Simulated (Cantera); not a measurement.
Charge: 1 mol Si3N4, 0.72 mol H2O, at 1575 K and 4.30 Pa.

Cantera equilibrium calculation (NASA polynomials, part measured and part estimated; ideal gas, pure solids and liquids). Candidate condensed phases: H2O, Si, SiO2, Si2N2O, Si3N4; 35 gas species. Equilibrium is a limit: real reactors are often held back by kinetics, nucleation or transport.

Base state: N2 0.580, SiO 0.209, H2 0.207, H 0.00289, Si 0.00134, Si2N 1.03e-5 (mole fractions); condensed: Si(s).

Problem. What changes in the equilibrium state with this change: pressure from 4.30 Pa to 0.220 bar?

Solution. 
| species | before | after |
|---|---|---|
| H2 | 0.207 | 0.750 |
| N2 | 0.580 | 0.250 |
| H | 0.00289 | 7.67e-5 |
| SiO | 0.209 | 3.39e-6 |
| Si | 0.00134 | 6.03e-9 |
| Si2N | 1.03e-5 | <1e-9 |
| Si(s), mol | 2.28 | 0 |
| Si2N2O(s), mol | 0 | 0.720 |
| Si3N4(s), mol | 0 | 0.520 |
Mutual solubility and eutectic melting of coexisting phases are not modelled.
